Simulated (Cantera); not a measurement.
An isothermal, constant-pressure homogeneous reactor starts with C2H6 : N2 = 1 : 4.1 (molar parts), at 1873 K and 0.000266 atm. Integrator tolerance rtol = 1e-08.

Cantera simulation using GRI-Mech 3.0 (53 species, 325 reactions); the numbers are that mechanism's predictions, not measurements. GRI-Mech 3.0 stops at C3 and has no aromatics, soot or wall deposition, so with more carbon than oxygen in the feed, carbon stays in small species such as C2H2 where larger ones or solid carbon would form. Radical loss at walls, strong at low pressure, is not modelled.

Question: What does this change do: pressure from 0.000266 atm to 0.987 atm?

Answer: 
```json
[
 {"quantity": "x(C2H6) at 200 s", "before": "<1e-12 (gas-phase equilibrium <1e-12)", "after": "1.37e-7 (gas-phase equilibrium 7.65e-8)"},
 {"quantity": "x(C2H) at 200 s", "before": "0.000103 (gas-phase equilibrium 6.83e-5)", "after": "1.99e-6 (gas-phase equilibrium 1.10e-6)"},
 {"quantity": "x(C2H4) at 200 s", "before": "1.77e-7 (gas-phase equilibrium 7.89e-8)", "after": "0.000548 (gas-phase equilibrium 0.000305)"},
 {"quantity": "x(CH3) at 200 s", "before": "1.99e-7 (gas-phase equilibrium 5.43e-7)", "after": "4.61e-5 (gas-phase equilibrium 3.45e-5)"},
 {"quantity": "x(CH4) at 200 s", "before": "1.59e-7 (gas-phase equilibrium 3.56e-7)", "after": "0.00187 (gas-phase equilibrium 0.00140)"},
 {"quantity": "x(C2H2) at 200 s", "before": "0.139 (gas-phase equilibrium 0.0761)", "after": "0.137 (gas-phase equilibrium 0.0764)"}
]
```

Question: What does this change do: temperature 1873 to 1125 K?

Answer: 
```
quantity                                            before                                      after
----------------  ----------------------------------------  -----------------------------------------
x(C2H6) at 200 s     <1e-12 (gas-phase equilibrium <1e-12)   0.000185 (gas-phase equilibrium 9.61e-9)
x(C2H) at 200 s   0.000103 (gas-phase equilibrium 6.83e-5)  3.25e-11 (gas-phase equilibrium 4.37e-11)
x(C2H4) at 200 s   1.77e-7 (gas-phase equilibrium 7.89e-8)    0.0969 (gas-phase equilibrium 0.000323)
x(CH3) at 200 s    1.99e-7 (gas-phase equilibrium 5.43e-7)    1.12e-5 (gas-phase equilibrium 2.28e-7)
x(CH4) at 200 s    1.59e-7 (gas-phase equilibrium 3.56e-7)     0.0583 (gas-phase equilibrium 0.00238)
x(C2H2) at 200 s      0.139 (gas-phase equilibrium 0.0761)       0.0365 (gas-phase equilibrium 0.102)
```
